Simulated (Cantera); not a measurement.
Input: 1 mol SiO2, 11 mol CO, 1.3 mol H2, at 9.20 bar.

Cantera equilibrium calculation (NASA polynomials, part measured and part estimated; ideal gas, pure solids and liquids). Candidate condensed phases: C, C6H6, C7H8, C8H18, H2O, Si, SiC, SiO2; 123 gas species. The tables hold silica as quartz up to 1696 K and as liquid above; real silica turns to tridymite and cristobalite and melts near 1996 K. Gases not in the tables: Si(OH)4. Equilibrium is a limit: real reactors are often held back by kinetics, nucleation or transport. All values below are at 1348 K.

Base state: CO 0.871, H2 0.103, CO2 0.0208, H2O 0.00479, CH4 0.000564 (mole fractions); condensed: C(graphite) + SiO2(β-quartz).

### Question
What changes in the equilibrium state with this change: pressure from 9.20 bar to 1.10 bar?

### Answer
```json
[
 {"species": "CO", "before": "0.871", "after": "0.891"},
 {"species": "H2", "before": "0.103", "after": "0.105"},
 {"species": "CO2", "before": "0.0208", "after": "0.00261"},
 {"species": "H2O", "before": "0.00479", "after": "0.000602"},
 {"species": "CH4", "before": "0.000564", "after": "7.11e-5"},
 {"species": "C(graphite), mol", "before": "0.300", "after": "0.0385"},
 {"species": "SiO2(β-quartz), mol", "before": "1.00", "after": "1.00"}
]
```
